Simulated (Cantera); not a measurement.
A Cantera script and its output.

```python
import numpy as np
import cantera as ct

gas = ct.Solution("gri30.yaml")
gas.TPX = 1700, 1333, {'C3H8': 0.17, 'H2': 1.7}
reactor = ct.IdealGasConstPressureReactor(gas, energy="off", clone=False)
net = ct.ReactorNet([reactor])
net.rtol, net.atol = 1e-08, 1e-18
show = ['C3H8', 'H2', 'C2H2', 'CH4', 'CH3']
times = np.geomspace(1e-06, 60, 13)

steps = ct.SolutionArray(gas, extra=["t"])
rows = []
print(f"{'t/s':>10s}{'T/K':>9s}{'P/Pa':>11s}" + "".join(f"{s:>11s}" for s in show))
for t in times:
    while net.time < t:
        t_next = net.step()
        steps.append(gas.state, t=t_next)
    rows.append([np.interp(t, steps.t, y) for y in (steps.T, steps.P, *steps(*show).X.T)])
    print(f"{t:10.3e}{rows[-1][0]:9.1f}{rows[-1][1]:11.4g}" + "".join(f"{x:11.3e}" for x in rows[-1][2:]))
rate = np.gradient(steps.T, steps.t)
print("integrator steps:", len(steps.t))
if steps.T.max() > steps.T[0] + 200:
    print(f"time of steepest temperature rise: {steps.t[rate.argmax()]:.4e} s")
gas.TPX = 1700, 1333, {'C3H8': 0.17, 'H2': 1.7}
gas.equilibrate("TP")
print(f"equilibrium (TP): T = {gas.T:.1f} K  " + "  ".join(f"{s} {gas[s].X[0]:.3e}" for s in show))
```

It prints:

```
       t/s      T/K       P/Pa       C3H8         H2       C2H2        CH4        CH3
 1.000e-06   1700.0       1333  9.069e-02  9.089e-01  2.736e-11  2.022e-06  2.025e-04
 4.448e-06   1700.0       1333  8.988e-02  9.082e-01  2.558e-09  3.912e-05  8.770e-04
 1.979e-05   1700.0       1333  8.515e-02  9.041e-01  6.273e-07  7.965e-04  4.322e-03
 8.801e-05   1700.0       1333  5.351e-02  8.741e-01  2.680e-04  1.817e-02  2.172e-02
 3.915e-04   1700.0       1333  2.010e-04  8.215e-01  2.303e-02  8.474e-02  1.549e-02
 1.741e-03   1700.0       1333  7.703e-08  8.325e-01  5.421e-02  8.859e-02  4.709e-03
 7.746e-03   1700.0       1333  1.347e-08  8.384e-01  6.925e-02  8.539e-02  2.139e-03
 3.446e-02   1700.0       1333  5.188e-09  8.437e-01  7.508e-02  7.832e-02  1.468e-03
 1.533e-01   1700.0       1333  2.288e-09  8.555e-01  8.300e-02  5.916e-02  1.124e-03
 6.817e-01   1700.0       1333  2.650e-10  8.759e-01  9.653e-02  2.594e-02  5.690e-04
 3.032e+00   1700.0       1333  4.570e-12  8.881e-01  1.047e-01  5.832e-03  1.532e-04
 1.349e+01   1700.0       1333  7.350e-14  8.910e-01  1.065e-01  1.203e-03  3.308e-05
 6.000e+01   1700.0       1333  1.533e-14  8.914e-01  1.068e-01  4.863e-04  1.342e-05
integrator steps: 1497
equilibrium (TP): T = 1700.0 K  C3H8 1.443e-14  H2 8.914e-01  C2H2 1.068e-01  CH4 4.650e-04  CH3 1.283e-05
```

Detailed kinetics in Cantera: GRI-Mech 3.0 (53 species, 325 reactions). GRI-Mech 3.0 was tuned for natural gas; its chemistry of propane as a main component is partial and can be far from experiment. GRI-Mech 3.0 stops at C3 and has no aromatics, soot or wall deposition, so with more carbon than oxygen in the feed, carbon stays in small species such as C2H2 where larger ones or solid carbon would form. Radical loss at walls, strong at low pressure, is not modelled.
